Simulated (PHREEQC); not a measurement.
PHREEQC input (ion-association model, phreeqc.dat):

```
PHASES
  Fix_H+
    H+ = H+
    -log_k 0
SOLUTION 1
  temp 20
  units mol/kgw
  pH 7 charge
  Cl 0.01
  Na 0.01
END
SELECTED_OUTPUT 1
  -reset false
  -pH true
  -pe true
  -ionic_strength true
  -water true
  -totals Ca Cl F Na
  -molalities H+ Ca+2 Na+ Cl- F- OH- O2 HF HF2- CaOH+
    NaOH NaF
  -equilibrium_phases Fluorite
  -saturation_indices Halite
PRINT
  -reset false
USE solution 1
EQUILIBRIUM_PHASES 1
  Fix_H+ -2 HCl 10
    -force_equality true
  Fluorite 0 0.01
  O2(g) -0.68 10
END
# ... the last block is repeated for the other 16 points of pH, with NaOH or the acid as the point needs
```

Selected output (columns that matter, 14 of 17 rows; pH added in front):

```
pH	mu	Ca	Cl	F	Na	m_H+	m_Ca+2	m_Na+	m_Cl-	m_F-	m_OH-	m_HF	Fluorite	si_Halite
2	0.02521	0.0012895	0.023715	0.002579	0.01	0.011342	0.0012895	0.0099991	0.023715	0.00020329	7.998e-13	0.0023713	0.0087105	-5.3222
2.69	0.01379	0.00051053	0.012986	0.0010211	0.01	0.00226	0.00051053	0.0099987	0.012986	0.00029298	3.7805e-12	0.00072518	0.0094895	-5.5546
3.38	0.01132	0.00028778	0.010652	0.00057557	0.01	0.0004581	0.00028778	0.0099982	0.010652	0.00037945	1.8332e-11	0.00019382	0.0097122	-5.6323
4.75	0.010679	0.00022067	0.010029	0.00044135	0.01	1.9501e-05	0.00022067	0.009998	0.010029	0.00042992	4.2853e-10	9.3957e-06	0.0097793	-5.6561
5.44	0.010656	0.00021812	0.010006	0.00043625	0.01	3.9813e-06	0.00021812	0.009998	0.010006	0.0004323	2.0986e-09	1.9292e-06	0.0097819	-5.6571
6.12	0.010652	0.0002176	0.010001	0.00043521	0.01	8.318e-07	0.0002176	0.009998	0.010001	0.00043279	1.0045e-08	4.0353e-07	0.0097824	-5.6572
6.81	0.010651	0.0002175	0.01	0.00043499	0.01	1.6983e-07	0.0002175	0.009998	0.01	0.0004329	4.9196e-08	8.241e-08	0.0097825	-5.6573
8.19	0.010652	0.00021747	0.01	0.00043494	0.010001	7.0797e-09	0.00021747	0.0099992	0.01	0.00043293	1.1801e-06	3.4357e-09	0.0097825	-5.6572
8.88	0.010656	0.00021749	0.01	0.00043497	0.010006	1.4455e-09	0.00021747	0.010004	0.01	0.00043296	5.7801e-06	7.015e-10	0.0097825	-5.6571
9.56	0.010678	0.00021755	0.01	0.0004351	0.010028	3.0203e-10	0.00021746	0.010026	0.01	0.00043309	2.7668e-05	1.4659e-10	0.0097824	-5.6562
10.25	0.010787	0.00021788	0.01	0.00043576	0.010136	6.1689e-11	0.00021741	0.010134	0.01	0.00043372	0.00013558	2.9959e-11	0.0097821	-5.6519
11.62	0.013886	0.00022675	0.01	0.0004535	0.01323	2.656e-12	0.00021608	0.013227	0.01	0.0004508	0.0032189	1.3105e-12	0.0097733	-5.5468
12.31	0.027129	0.00025731	0.01	0.00051461	0.026455	5.5727e-13	0.0002112	0.026449	0.01	0.00050899	0.016409	2.8924e-13	0.0097427	-5.2787
13	0.10031	0.00036022	0.01	0.00072043	0.099583	1.2101e-13	0.00019672	0.099559	0.01	0.00069702	0.089419	7.1292e-14	0.0096398	-4.7868
```
